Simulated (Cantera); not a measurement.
Mixture: 5.25 % CH4, 19.8 % O2, 74.6 % N2, 0.347 % C2H6, at 9.18 atm, adiabatic and at constant volume. Ignition delay is the time to a rise of 400 K.

Model: GRI-Mech 3.0 (53 species, 325 reactions), integrated in Cantera.

**Question.** Predict: delay at 1275 K; delay at 1375 K; delay at 1475 K; delay at 1575 K; apparent activation energy between 1525 and 1625 K.

**Answer.** 
- delay at 1275 K = 0.568 ms
- delay at 1375 K = 0.204 ms
- delay at 1475 K = 80.3 µs
- delay at 1575 K = 34.3 µs
- apparent activation energy between 1525 and 1625 K = 170 kJ/mol
